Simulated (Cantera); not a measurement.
An adiabatic, constant-volume homogeneous reactor starts with CH4 : H2 : O2 : N2 = 1 : 0.14 : 0.941 : 3.54 (molar parts), equivalence ratio 2.2, at 1550 K and 2.20 bar. Integrator tolerance rtol = 1e-08.

Model: GRI-Mech 3.0 (53 species, 325 reactions), integrated in Cantera.

| quantity | before | after |
|---|---|---|
| time of steepest temperature rise | 0.304 ms | 0.166 ms |
| temperature at 0.400 s | 2741 K | 2771 K |
| equilibrium temperature | 2741 K | 2771 K |
| x(CH4) at 0.400 s | 2.42e-10 (gas-phase equilibrium 2.72e-10) | 1.09e-9 (gas-phase equilibrium 1.22e-9) |
| x(H2) at 0.400 s | 0.194 (gas-phase equilibrium 0.194) | 0.195 (gas-phase equilibrium 0.195) |
| x(O2) at 0.400 s | 2.34e-5 (gas-phase equilibrium 2.34e-5) | 1.35e-5 (gas-phase equilibrium 1.35e-5) |
| x(H2O2) at 0.400 s | 1.38e-8 (gas-phase equilibrium 1.38e-8) | 1.65e-8 (gas-phase equilibrium 1.65e-8) |
| x(CO) at 0.400 s | 0.136 (gas-phase equilibrium 0.136) | 0.137 (gas-phase equilibrium 0.137) |

**Question.** Name the change that produced these shifts.
A. O2 0.941 to 0.68 parts
B. pressure from 2.20 bar to 10.0 bar
C. pressure from 2.20 bar to 4.80 bar
D. initial temperature 1550 to 1725 K

**Answer.** C, pressure from 2.20 bar to 4.80 bar
